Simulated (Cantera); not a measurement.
Predominance diagram of Ca at 1575 K against the partial pressures of O₂ and F₂ (log10, bar). Cantera with NASA thermochemical tables; ideal gases at 1 bar, condensed phases pure. Candidates: Ca(l), CaF₂(s), CaO(s). Only these pure phases compete in this equilibrium. Not in the tables: oxide halides.

Task: Which phase is stable at these pairs, and which metal-bearing vapour leads over it? (-4.8, -12.9); (-4, -21); (-13.2, -6.5); (-4, 0); (-10.7, -3.2); (-11.5, -4.8); (-4, -16.2)

Result: 
```json
[
 {"log p(O₂)": "-4.8", "log p(F₂)": "-12.9", "phase": "CaF₂(s)", "chief vapour": "CaF₂", "log p (bar)": "-5.0"},
 {"log p(O₂)": "-4", "log p(F₂)": "-21", "phase": "CaO(s)", "chief vapour": "CaF₂", "log p (bar)": "-7.5"},
 {"log p(O₂)": "-13.2", "log p(F₂)": "-6.5", "phase": "CaF₂(s)", "chief vapour": "CaF₂", "log p (bar)": "-5.0"},
 {"log p(O₂)": "-4", "log p(F₂)": "0", "phase": "CaF₂(s)", "chief vapour": "CaF₂", "log p (bar)": "-5.0"},
 {"log p(O₂)": "-10.7", "log p(F₂)": "-3.2", "phase": "CaF₂(s)", "chief vapour": "CaF₂", "log p (bar)": "-5.0"},
 {"log p(O₂)": "-11.5", "log p(F₂)": "-4.8", "phase": "CaF₂(s)", "chief vapour": "CaF₂", "log p (bar)": "-5.0"},
 {"log p(O₂)": "-4", "log p(F₂)": "-16.2", "phase": "CaF₂(s)", "chief vapour": "CaF₂", "log p (bar)": "-5.0"}
]
```
